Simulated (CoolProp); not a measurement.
Carbonyl sulfide along the isotherm 260.9 K: fugacity coefficient from the reference equation and from simpler models built on Tc = 378.8 K, pc = 63.69 bar, ω = 0.098; each cubic takes its own stable root.

Computed with CoolProp (reference Helmholtz-energy equation of state, Lemmon 2006). It is a short technical equation, of lower accuracy than the large ones.

```csv
p (bar),phase,reference
14.5,liquid,0.2909
28.9,liquid,0.1514
43.4,liquid,0.1046
57.9,liquid,0.08130
72.4,liquid,0.06743
86.8,liquid,0.05831
101,liquid,0.05192
116,liquid,0.04693
130,liquid,0.04336
145,liquid,0.04034
159,liquid,0.03809
```

Question: How far does each simpler model (van der Waals, Redlich-Kwong, Soave-Redlich-Kwong, Peng-Robinson) lie from the reference over these 11 states: mean and median of the absolute difference, and the worst?

Answer: 
- van der Waals: mean 169.9 %, median 169.8 %, worst +195.4 % at 260.9 K and 159 bar
- Redlich-Kwong: mean 10.8 %, median 10.8 %, worst +11.9 % at 260.9 K and 159 bar
- Soave-Redlich-Kwong: mean 1.6 %, median 1.6 %, worst +2.5 % at 260.9 K and 159 bar
- Peng-Robinson: mean 1.1 %, median 1.1 %, worst -2.3 % at 260.9 K and 159 bar
